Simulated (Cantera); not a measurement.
An adiabatic, constant-volume homogeneous reactor starts with C₃H₈ : O₂ : N₂ : CO₂ = 1 : 6.02 : 22.7 : 2.9 (molar parts), equivalence ratio 0.83, at 1650 K and 17.0 bar. Integrator tolerance rtol = 1e-08.

Detailed kinetics in Cantera: GRI-Mech 3.0 (53 species, 325 reactions). GRI-Mech 3.0 was tuned for natural gas; its chemistry of propane as a main component is partial and can be far from experiment. The pressure lies above the range GRI-Mech 3.0 was tuned for (to about 10 atm).

### Question
What does this change do: initial temperature 1650 to 1098 K?

### Answer
```json
[
 {"quantity": "time of steepest temperature rise", "before": "3.88 µs", "after": "6.80 ms"},
 {"quantity": "temperature at 0.200 s", "before": "2972 K", "after": "2725 K"},
 {"quantity": "equilibrium temperature", "before": "2972 K", "after": "2725 K"},
 {"quantity": "x(C₃H₈) at 0.200 s", "before": "<1e-12 (gas-phase equilibrium <1e-12)", "after": "<1e-12 (gas-phase equilibrium <1e-12)"},
 {"quantity": "x(O₂) at 0.200 s", "before": "0.0364 (gas-phase equilibrium 0.0364)", "after": "0.0304 (gas-phase equilibrium 0.0304)"},
 {"quantity": "x(CO₂) at 0.200 s", "before": "0.134 (gas-phase equilibrium 0.134)", "after": "0.158 (gas-phase equilibrium 0.158)"},
 {"quantity": "x(NO₂) at 0.200 s", "before": "2.44e-5 (gas-phase equilibrium 2.44e-5)", "after": "2.09e-5 (gas-phase equilibrium 2.09e-5)"},
 {"quantity": "x(CH₄) at 0.200 s", "before": "<1e-12 (gas-phase equilibrium <1e-12)", "after": "<1e-12 (gas-phase equilibrium <1e-12)"},
 {"quantity": "x(NO) at 0.200 s", "before": "0.0175 (gas-phase equilibrium 0.0175)", "after": "0.0116 (gas-phase equilibrium 0.0116)"},
 {"quantity": "x(HCO) at 0.200 s", "before": "1.52e-7 (gas-phase equilibrium 1.52e-7)", "after": "2.63e-8 (gas-phase equilibrium 2.63e-8)"}
]
```

### Question
What does this change do: O2 6.02 to 3.1 parts?

### Answer
```csv
quantity,before,after
time of steepest temperature rise,3.88 µs,6.45 µs
temperature at 0.200 s,2972 K,2643 K
equilibrium temperature,2972 K,2643 K
x(C₃H₈) at 0.200 s,<1e-12 (gas-phase equilibrium <1e-12),<1e-12 (gas-phase equilibrium <1e-12)
x(O₂) at 0.200 s,0.0364 (gas-phase equilibrium 0.0364),0.000132 (gas-phase equilibrium 0.000132)
x(CO₂) at 0.200 s,0.134 (gas-phase equilibrium 0.134),0.0819 (gas-phase equilibrium 0.0819)
x(NO₂) at 0.200 s,2.44e-5 (gas-phase equilibrium 2.44e-5),7.26e-8 (gas-phase equilibrium 7.26e-8)
x(CH₄) at 0.200 s,<1e-12 (gas-phase equilibrium <1e-12),1.06e-11 (gas-phase equilibrium 1.19e-11)
x(NO) at 0.200 s,0.0175 (gas-phase equilibrium 0.0175),0.000688 (gas-phase equilibrium 0.000688)
x(HCO) at 0.200 s,1.52e-7 (gas-phase equilibrium 1.52e-7),3.95e-7 (gas-phase equilibrium 3.95e-7)
```
